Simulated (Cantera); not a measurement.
Mixture: H2 : O2 : N2 = 1 : 1.19 : 4.48 (molar parts), equivalence ratio 0.42, at 1.30 bar, adiabatic and at constant volume. Ignition delay is the time to a rise of 400 K.

Cantera simulation using the H2/O2 subset of GRI-Mech 3.0, which has no nitrogen chemistry; the numbers are that mechanism's predictions, not measurements. Below about 950 K walls govern HO2 and H2O2 in real vessels.

Problem. Predict: delay at 873 K; delay at 948 K; delay at 1023 K; delay at 1098 K; delay at 1173 K; delay at 1248 K; delay at 1323 K.

Solution. 
```json
{
 "delay at 873 K": "1.04 s",
 "delay at 948 K": "41.5 ms",
 "delay at 1023 K": "0.207 ms",
 "delay at 1098 K": "78.5 µs",
 "delay at 1173 K": "45.7 µs",
 "delay at 1248 K": "31.0 µs",
 "delay at 1323 K": "23.2 µs"
}
```
